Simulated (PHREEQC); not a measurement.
Solution (55 °C): 60 mmol/kgw CdSO4, 1.8 mmol/kgw Na2SO4 and 25 mmol/kgw FeSO4. Closed to the air; pH follows from the charge balance.

All values are PHREEQC results (ion-association model, wateq4f.dat), not measurements.

Precipitation was switched off in this run.

Task: Estimate the pH.

Result: pH 5.62.

Task: In which forms is Cd present?

Result: Cd+2 44 %, CdSO4 43 %, Cd(SO4)2-2 13 % of the Cd.

Away from 25 °C the constants follow the database's enthalpies or fits; those with neither stay at their 25 °C values.
